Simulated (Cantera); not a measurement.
Feed: 1 mol TiO2, 14 mol H2, 1.5 mol H2O, at 3.00 bar.

Method: chemical equilibrium by Gibbs-energy minimisation in Cantera with the NASA 1993 tables (ideal gas, pure condensed phases). Candidate condensed phases: H2O, Ti, TiO, TiO2, Ti2O3, Ti3O5, Ti4O7; 12 gas species. Condensed phases not in the tables: Magnéli phases beyond Ti4O7. Gases not in the tables: TiO(OH)2. Rates play no part.

log p: log10 of the partial pressure in bar; n: condensed amount in mol.

```json
[
 {"T (K)": "1298", "log p H2": "0.43", "log p H2O": "-0.54", "log p H": "-5.75", "log p OH": "-8.61", "log p TiO2": "<-11", "log p O": "<-11", "log p TiO": "<-11", "n TiO2(rutile)": "1.00", "n Ti4O7(s)": "0"},
 {"T (K)": "1348", "log p H2": "0.43", "log p H2O": "-0.54", "log p H": "-5.42", "log p OH": "-8.18", "log p TiO2": "<-11", "log p O": "<-11", "log p TiO": "<-11", "n TiO2(rutile)": "1.00", "n Ti4O7(s)": "0"},
 {"T (K)": "1398", "log p H2": "0.43", "log p H2O": "-0.54", "log p H": "-5.11", "log p OH": "-7.78", "log p TiO2": "<-11", "log p O": "<-11", "log p TiO": "<-11", "n TiO2(rutile)": "1.00", "n Ti4O7(s)": "0"},
 {"T (K)": "1448", "log p H2": "0.43", "log p H2O": "-0.54", "log p H": "-4.82", "log p OH": "-7.41", "log p TiO2": "<-11", "log p O": "<-11", "log p TiO": "<-11", "n TiO2(rutile)": "1.00", "n Ti4O7(s)": "0"},
 {"T (K)": "1498", "log p H2": "0.43", "log p H2O": "-0.54", "log p H": "…", "log p OH": "…", "log p TiO2": "<-11", "log p O": "<-11", "log p TiO": "<-11", "n TiO2(rutile)": "1.00", "n Ti4O7(s)": "0"},
 {"T (K)": "1548", "log p H2": "0.43", "log p H2O": "-0.54", "log p H": "-4.30", "log p OH": "-6.74", "log p TiO2": "-11.33", "log p O": "<-11", "log p TiO": "<-11", "n TiO2(rutile)": "1.00", "n Ti4O7(s)": "0"},
 {"T (K)": "1598", "log p H2": "0.43", "log p H2O": "-0.54", "log p H": "-4.06", "log p OH": "-6.44", "log p TiO2": "-10.68", "log p O": "-11.01", "log p TiO": "<-11", "n TiO2(rutile)": "1.00", "n Ti4O7(s)": "0"},
 {"T (K)": "1648", "log p H2": "0.43", "log p H2O": "-0.54", "log p H": "…", "log p OH": "…", "log p TiO2": "…", "log p O": "…", "log p TiO": "<-11", "n TiO2(rutile)": "1.00", "n Ti4O7(s)": "0"},
 {"T (K)": "1698", "log p H2": "0.43", "log p H2O": "-0.54", "log p H": "-3.62", "log p OH": "-5.88", "log p TiO2": "-9.50", "log p O": "-10.03", "log p TiO": "-10.90", "n TiO2(rutile)": "1.00", "n Ti4O7(s)": "0"},
 {"T (K)": "1748", "log p H2": "0.43", "log p H2O": "-0.54", "log p H": "-3.42", "log p OH": "-5.63", "log p TiO2": "-8.96", "log p O": "-9.59", "log p TiO": "-10.27", "n TiO2(rutile)": "1.00", "n Ti4O7(s)": "0"},
 {"T (K)": "1798", "log p H2": "0.43", "log p H2O": "-0.54", "log p H": "-3.24", "log p OH": "-5.39", "log p TiO2": "-8.45", "log p O": "-9.17", "log p TiO": "-9.67", "n TiO2(rutile)": "1.00", "n Ti4O7(s)": "0"},
 {"T (K)": "1848", "log p H2": "0.42", "log p H2O": "-0.47", "log p H": "-3.06", "log p OH": "-5.09", "log p TiO2": "-7.98", "log p O": "-8.70", "log p TiO": "-9.18", "n TiO2(rutile)": "0", "n Ti4O7(s)": "0.250"},
 {"T (K)": "1898", "log p H2": "0.42", "log p H2O": "-0.47", "log p H": "-2.89", "log p OH": "-4.88", "log p TiO2": "-7.55", "log p O": "-8.32", "log p TiO": "-8.68", "n TiO2(rutile)": "0", "n Ti4O7(s)": "0.250"},
 {"T (K)": "1948", "log p H2": "0.42", "log p H2O": "-0.47", "log p H": "-2.73", "log p OH": "-4.67", "log p TiO2": "-7.15", "log p O": "-7.96", "log p TiO": "-8.20", "n TiO2(rutile)": "0", "n Ti4O7(s)": "0.250"}
]
```

Fill in the missing entries.


- 1648, log p H: -3.83
- 1648, log p OH: -6.15
- 1648, log p TiO2: -10.07
- 1648, log p O: -10.51
- 1498, log p H: -4.55
- 1498, log p OH: -7.07
